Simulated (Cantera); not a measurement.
A freely propagating, adiabatic, planar premixed flame of 11.2 % CH₄, 18.7 % O₂, 70.1 % N₂, unburnt at 675 K and 4.93 atm; mixture-averaged transport, grid criteria slope 0.08 and curve 0.16, no radiation.

Computed with Cantera and GRI-Mech 3.0 (53 species, 325 reactions). Burning velocities carry a grid error of a few per cent, more on coarse grids.

Problem. Predict: laminar burning velocity; thermal thickness; peak x(C₂H₂); peak x(CO); peak x(C₂H₆).

Solution. 
| Quantity | Result |
|---|---|
| laminar burning velocity | 88.2 cm/s |
| thermal thickness | 0.0951 mm |
| peak x(C₂H₂) | 0.000761 |
| peak x(CO) | 0.0623 |
| peak x(C₂H₆) | 0.00130 |
